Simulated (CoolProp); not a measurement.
Vapour-liquid equilibrium of n-butane (1) + acetone (2) at 0.313 MPa; x and y are mole fractions of (1).

Values from CoolProp's multi-fluid Helmholtz-energy mixture model, Bücker 2006 and Lemmon 2006; pair parameters Bell 2016.

```
x     bubble temperature, mixture model (K)  bubble temperature, Raoult's law (K)  y, mixture model  y, Raoult's law
----  -------------------------------------  ------------------------------------  ----------------  ---------------
0.05                                  350.5                                 360.7             0.371            0.190
0.15                                  330.0                                 350.5             0.690            0.458
0.25                                  320.0                                 342.1             0.793            0.630
0.35                                  315.2                                 334.9             0.835            0.745
0.45                                  312.8                                 328.8             0.856            0.824
0.55                                  311.4                                 323.6             0.869            0.880
0.65                                  310.3                                 319.0             0.882            0.921
0.75                                  309.3                                 314.9             0.897            0.952
0.85                                  308.1                                 311.3             0.922            0.975
0.95                                  306.9                                 308.0             0.965            0.993
```

The largest gap from Raoult's law is -22.1 K in bubble temperature, at x = 0.25. No azeotrope shows between x = 0.05 and 0.95.

The pair parameters rest on a limited set of measurements; away from them the model extrapolates. With so large a gap from Raoult's law the liquid may split in two, which this calculation doesn't test in full.
